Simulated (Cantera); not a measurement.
Input: 1 mol Si, 2.6 mol HCl, 17 mol H2, held at 1523.15 K and 26.0 bar.

Cantera equilibrium calculation (NASA polynomials, part measured and part estimated; ideal gas, pure solids and liquids). Candidate condensed phases: Si; 19 gas species. The tables' values for SiCl3 are old estimates; treat these amounts as uncertain. Gases not in the tables: Si2H6 and higher silanes. Rates play no part.

Base state: H2 0.923, HCl 0.0441, SiHCl3 0.0123, SiCl2 0.00690, SiCl4 0.00523, SiH2Cl2 0.00464, SiCl3 0.00348, SiH3Cl 0.000517 (mole fractions); condensed: Si(s).

Task: What changes in the equilibrium state with this change: pressure from 26.0 bar to 0.133 bar?

Result: 
```tsv
species	before	after
H2	0.923	0.895
HCl	0.0441	0.0795
SiCl2	0.00690	0.0231
SiHCl3	0.0123	0.000380
SiH4	2.34e-5	1.13e-7
SiH3Cl	0.000517	4.63e-6
SiH2Cl2	0.00464	7.73e-5
Si(s), mol	0.367	0.503
```
